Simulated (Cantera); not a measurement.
A closed system holds: 1 mol Fe₃O₄, 7.2 mol CO, held at 1273.15 K and 0.0200 bar.

Method: chemical equilibrium by Gibbs-energy minimisation in Cantera with the NASA 1993 tables (ideal gas, pure condensed phases). Candidate condensed phases: C, Fe, Fe(CO)₅, FeO, Fe₂O₃, Fe₃O₄; 15 gas species. Mutual solubility and eutectic melting of coexisting phases are not modelled. The tables' stoichiometric FeO is somewhat more stable than real wüstite, so its field is too wide. FeO: taken at fixed stoichiometry. The numbers say what is thermodynamically allowed, not how fast it happens.

Base state: CO 0.840, CO₂ 0.160 (mole fractions); condensed: Fe(γ) + FeO(s).

### Question
What changes in the equilibrium state with this change: Fe₃O₄ replaced by SiO₂?

### Answer
```csv
species,before,after
CO,0.840,1.000
CO₂,0.160,0.000143
"Fe(γ), mol",0.149,0
"FeO(s), mol",2.85,0
"C(graphite), mol",0,0.00103
"SiO₂(β-quartz), mol",0,1.000
```
The tables hold silica as quartz up to 1696 K and as liquid above; real silica turns to tridymite and cristobalite and melts near 1996 K. Further candidate phases: Si, SiC, SiO₂.
